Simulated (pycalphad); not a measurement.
All values are pycalphad results on the COST 507 light-alloy database (1999) (1 atm), not direct measurements. The data set is of 1999 and partly superseded. Amounts are mole fractions of atoms. Kinetics are ignored, which matters at the lower temperatures.

Give the equilibrium state of Ti-3.28C (at.%) at 1137 °C.

BCC_A2, fraction 0.928, with 0.91 C at.%; FCC_A1, fraction 0.072, with 33.7 C at.%.

Give the equilibrium state of Ti-3.28C (at.%) at 337 °C.


```
T = 610.00 K, P = 101325 Pa, N = 1 mol of atoms
G = -28837 J/mol, H = 955 J/mol, S = 48.84 J/(mol K)  (SER reference)
chemical potentials (J/mol): Ti -22059, C -228715
phase             fraction      x(Ti)       x(C)
HCP_A3              0.9115     0.9995   0.000487
FCC_A1              0.0885     0.6342     0.3658
```

FCC_A1 is fcc; BCC_A2 is bcc; HCP_A3 is hcp. The fcc model also describes the rock-salt carbide or nitride (TiC, TiN, HfC).
